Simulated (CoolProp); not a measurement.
The fluid at 293.15 K and 0.666 MPa flows at 16 m/s in a round tube of 4.6 mm bore and 45 µm roughness, fully developed (64/Re and Nu = 3.66 if laminar; Colebrook and Gnielinski if turbulent). The same conditions are run with several fluids, on thermodynamics alone (safety and materials aside).

Computed with CoolProp (reference Helmholtz-energy equation of state of each fluid (c-C4F8 (RC318): Platzer 1990; n-pentane: Thol 2019; n-decane: Lemmon 2006; R227EA: Lemmon 2016; p-xylene: Zhou 2012)). The equations of Platzer and Polt are older, rougher fits.

```
fluid           Reynolds number  Darcy friction factor  pressure drop (Pa/m)  heat-transfer coefficient (W/(m² K))  mass flow (kg/h)
--------------  ---------------  ---------------------  --------------------  ------------------------------------  ----------------
c-C4F8 (RC318)           284000                 0.0378               1600000                                 39800              1460
n-pentane                242000                 0.0379                661000                                 47900               600
n-decane                  58500                 0.0386                786000                                 21800               700
R227EA                   403000                 0.0378               1480000                                 46700              1350
p-xylene                  97900                 0.0382                917000                                 29100               825
```

Transport values come from each fluid's own correlations; those of c-C4F8 (RC318), n-pentane, R227EA are estimates that may be off by 10 % or more.
